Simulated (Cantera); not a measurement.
An adiabatic, constant-volume homogeneous reactor starts with CH3OH : O2 : N2 = 1 : 1.55 : 5.81 (molar parts), at 1348 K and 195 Torr. Integrator tolerance rtol = 1e-08.

Computed with Cantera and GRI-Mech 3.0 (53 species, 325 reactions). GRI-Mech 3.0 was tuned for natural gas; its chemistry of methanol as a main component is partial and can be far from experiment.

**Question.** What does this change do: constant pressure in place of constant volume?

**Answer.** 
| quantity | before | after |
|---|---|---|
| time of steepest temperature rise | 3.84 ms | 4.09 ms |
| temperature at 0.200 s | 2718 K | 2559 K |
| equilibrium temperature | 2718 K | 2559 K |
| x(CH3OH) at 0.200 s | <1e-12 (gas-phase equilibrium <1e-12) | <1e-12 (gas-phase equilibrium <1e-12) |
| x(O2) at 0.200 s | 0.0277 (gas-phase equilibrium 0.0277) | 0.0253 (gas-phase equilibrium 0.0253) |
| x(C2H) at 0.200 s | <1e-12 (gas-phase equilibrium <1e-12) | <1e-12 (gas-phase equilibrium <1e-12) |
| x(O) at 0.200 s | 0.00851 (gas-phase equilibrium 0.00851) | 0.00604 (gas-phase equilibrium 0.00604) |
| x(CH2CO) at 0.200 s | <1e-12 (gas-phase equilibrium <1e-12) | <1e-12 (gas-phase equilibrium <1e-12) |
